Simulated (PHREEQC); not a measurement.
Consider water at 15 °C with 0.021 mol CdCl2, 0.00054 mol Na2SO4 and 0.0031 mol H2SO4 per kg of water. Closed to the air; pH follows from the charge balance.

Model: ion-association model, wateq4f.dat, run in PHREEQC.

### Question
The ionic strength comes out as 0.0446 mol/kgw. What activity coefficients do Cd+2, H+, Na+, CdCl+, CdCl3- get?

### Answer
Cd+2 0.48, H+ 0.86, Na+ 0.83, CdCl+ 0.83, CdCl3- 0.83.

No solid was allowed to form. Species that the database lacks are ignored.
